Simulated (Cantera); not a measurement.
# Hydrocarbon pyrolysis for carbon deposition

A perfectly stirred reactor is fed with C₂H₆ : N₂ = 1 : 3.3 (molar parts), at 0.110 bar; it is held at 1700 K, and followed from long to short residence time.

Detailed kinetics in Cantera: GRI-Mech 3.0 (53 species, 325 reactions). GRI-Mech 3.0 stops at C3 and has no aromatics, soot or wall deposition, so with more carbon than oxygen in the feed, carbon stays in small species such as C2H2 where larger ones or solid carbon would form.

```json
[
 {"τ (s)": "5.6", "x C₂H₆": "5.50e-6", "x CH₂": "1.64e-7", "x CH₄": "0.00886", "x H₂": "0.306", "x H": "0.000294"},
 {"τ (s)": "2.3", "x C₂H₆": "1.26e-5", "x CH₂": "2.74e-7", "x CH₄": "0.0122", "x H₂": "0.302", "x H": "0.000323"},
 {"τ (s)": "0.98", "x C₂H₆": "2.75e-5", "x CH₂": "4.52e-7", "x CH₄": "0.0160", "x H₂": "0.298", "x H": "0.000361"},
 {"τ (s)": "0.41", "x C₂H₆": "6.03e-5", "x CH₂": "7.59e-7", "x CH₄": "0.0209", "x H₂": "0.291", "x H": "0.000409"},
 {"τ (s)": "0.17", "x C₂H₆": "0.000133", "x CH₂": "1.27e-6", "x CH₄": "0.0271", "x H₂": "0.283", "x H": "0.000464"},
 {"τ (s)": "0.072", "x C₂H₆": "0.000288", "x CH₂": "2.05e-6", "x CH₄": "0.0348", "x H₂": "0.273", "x H": "0.000521"},
 {"τ (s)": "0.030", "x C₂H₆": "0.000634", "x CH₂": "3.27e-6", "x CH₄": "0.0444", "x H₂": "0.260", "x H": "0.000580"},
 {"τ (s)": "0.013", "x C₂H₆": "0.00135", "x CH₂": "5.00e-6", "x CH₄": "0.0549", "x H₂": "0.243", "x H": "0.000637"},
 {"τ (s)": "0.0053", "x C₂H₆": "0.00306", "x CH₂": "7.70e-6", "x CH₄": "0.0668", "x H₂": "0.222", "x H": "0.000695"},
 {"τ (s)": "0.0022", "x C₂H₆": "0.00681", "x CH₂": "1.15e-5", "x CH₄": "0.0766", "x H₂": "0.196", "x H": "0.000744"},
 {"τ (s)": "0.00093", "x C₂H₆": "0.0149", "x CH₂": "1.69e-5", "x CH₄": "0.0809", "x H₂": "0.166", "x H": "0.000773"}
]
```
x: mole fraction; the columns are a selection and need not sum to one.
